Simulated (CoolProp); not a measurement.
The fluid at 293.15 K and 8.61 MPa flows at 3.3 m/s in a round tube of 2 mm bore and 0.25 µm roughness, fully developed (64/Re and Nu = 3.66 if laminar; Colebrook and Gnielinski if turbulent). The same conditions are run with several fluids, on thermodynamics alone (safety and materials aside).

Values from CoolProp's reference Helmholtz-energy equation of state of each fluid (C2F6 (R116): Lemmon 2006; normal hydrogen: Leachman 2009; CF4 (R14): Platzer 1990; dry air: Lemmon 2000; oxygen: Schmidt 1985). The equations of Platzer and Polt are older, rougher fits. Blends and air are pseudo-pure fits.

```
fluid            Reynolds number  Darcy friction factor  pressure drop (Pa/m)  heat-transfer coefficient (W/(m² K))  mass flow (kg/h)
---------------  ---------------  ---------------------  --------------------  ------------------------------------  ----------------
C2F6 (R116)                65400             (withheld)            (withheld)                                  6860              43.4
normal hydrogen             5020                 0.0375            (withheld)                                  1520             0.253
CF4 (R14)                 104000                 0.0185                 22500                                  3380              16.7
dry air                    34200             (withheld)                  6530                                  1240              3.87
oxygen                     35000                 0.0230                  7450                                  1300              4.43
```

Fill in the missing entries.


- C2F6 (R116), Darcy friction factor: 0.0202
- C2F6 (R116), pressure drop (Pa/m): 64000
- normal hydrogen, pressure drop (Pa/m): 691
- dry air, Darcy friction factor: 0.0231

Transport values come from each fluid's own correlations; those of C2F6 (R116), CF4 (R14) are estimates that may be off by 10 % or more.
